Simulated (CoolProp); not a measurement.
Model: reference Helmholtz-energy equation of state, Akasaka 2022, in CoolProp.

### Question
For R1233zd(E), give the phase and the density (kg/m³), cv (kJ/(kg K)), Joule-Thomson coefficient (K/MPa), isothermal compressibility (1/MPa) at 113.35 °C and 6970 kPa; 113.35 °C and 7960 kPa.

### Answer
- 113.35 °C and 6970 kPa: liquid; density 1060, cv 0.929, Joule-Thomson coefficient 0.0929, isothermal compressibility 0.00731
- 113.35 °C and 7960 kPa: liquid; density 1060, cv 0.928, Joule-Thomson coefficient 0.0581, isothermal compressibility 0.00681
